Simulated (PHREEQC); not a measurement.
Synthetic water in mg/kgw, 25 °C, pH 7.25, pe 1.3:

| constituent | mg/kgw |
|---|---|
| Na | 3630 |
| K | 950 |
| Ca | 361 |
| Mg | 79.3 |
| Cl | 6610 |
| S(6) as SO4 | 793 |
| Alkalinity as HCO3 | 1.19 |
| Mn(2) | 5.75 |
| Sr | 13.1 |

Valence states are taken as typed.

Equilibrium calculation in PHREEQC: ion-association model, wateq4f.dat.

### Question
The ionic strength comes out as 0.218 mol/kgw. What activity coefficients do SO4-2, KSO4-, HCO3-, NaSO4-, MnCl+ get?

### Answer
SO4-2 0.28, KSO4- 0.74, HCO3- 0.74, NaSO4- 0.74, MnCl+ 0.73.

Precipitation was switched off in this run. Species that the database lacks are ignored.
